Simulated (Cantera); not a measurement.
Feed: 1 mol CCl4, 0.011 mol CH4, 0.23 mol H2, equilibrated at 1323 K and 5.78 Torr.

Equilibrium computed with Cantera from the NASA thermochemical tables; the gas is ideal and each condensed phase is pure. Candidate condensed phases: C, C6H6, C7H8, C8H18; 91 gas species. Kinetics and transport are ignored.

Base state: Cl2 0.652, HCl 0.208, Cl 0.140 (mole fractions); condensed: C(graphite).

What changes in the equilibrium state with this change: pressure from 5.78 Torr to 218 Torr?


```csv
species,before,after
Cl2,0.652,0.754
HCl,0.208,0.221
Cl,0.140,0.0245
CCl4,1.68e-6,8.47e-5
"C(graphite), mol",1.01,1.01
```
